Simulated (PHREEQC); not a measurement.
Dissolve 0.21 mol TMAH and 0.0017 mol Al2(SO4)3 per kg of water at 20 °C. Closed to the air; pH follows from the charge balance.

Model: ion-association model, phreeqc.dat, run in PHREEQC.

Problem. The ionic strength comes out as 0.215 mol/kgw. What activity coefficients do OH-, SO4-2, Al(OH)4- get?

Solution. OH- 0.70, SO4-2 0.29, Al(OH)4- 0.73.

Precipitation was switched off in this run. (CH3)4N+ isn't in the database: it is added as a free cation with an ion size of 4 Å.
